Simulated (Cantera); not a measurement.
# Reactions in the system B-F-N

Source: NASA polynomial tables (part measured, part estimated), evaluated in Cantera. Values are per mole of reaction as written; species without (g) are pure solids or liquids, kept so even where they would boil at 1 bar.

BN + 3 F(g) ⇌ N(g) + BF3(g)

```json
[
 {"T (K)": "473", "ΔH° (kJ)": "-652.9", "ΔS° (J/K)": "-90.6", "ΔG° (kJ)": "-610.1", "log10 K": "67.37"},
 {"T (K)": "673", "ΔH° (kJ)": "-655.6", "ΔS° (J/K)": "-95.2", "ΔG° (kJ)": "-591.5", "log10 K": "45.90"},
 {"T (K)": "873", "ΔH° (kJ)": "-657.9", "ΔS° (J/K)": "-98.3", "ΔG° (kJ)": "-572.1", "log10 K": "34.23"},
 {"T (K)": "1073", "ΔH° (kJ)": "-660.2", "ΔS° (J/K)": "-100.7", "ΔG° (kJ)": "-552.2", "log10 K": "26.88"},
 {"T (K)": "1273", "ΔH° (kJ)": "-662.5", "ΔS° (J/K)": "-102.6", "ΔG° (kJ)": "-531.8", "log10 K": "21.82"},
 {"T (K)": "1473", "ΔH° (kJ)": "-664.8", "ΔS° (J/K)": "-104.3", "ΔG° (kJ)": "-511.2", "log10 K": "18.13"}
]
```

BN + NF3(g) ⇌ BF3(g) + 2 N(g)

```
T (K)  ΔH° (kJ)  ΔS° (J/K)  ΔG° (kJ)  log10 K
-----  --------  ---------  --------  -------
473       194.4      291.1      56.7    -6.26
673       194.9      292.0      -1.6     0.13
873       194.2      291.2     -60.0     3.59
1073      192.9      289.8    -118.1     5.75
1273      191.1      288.3    -175.9     7.22
1473      189.0      286.8    -233.4     8.28
```
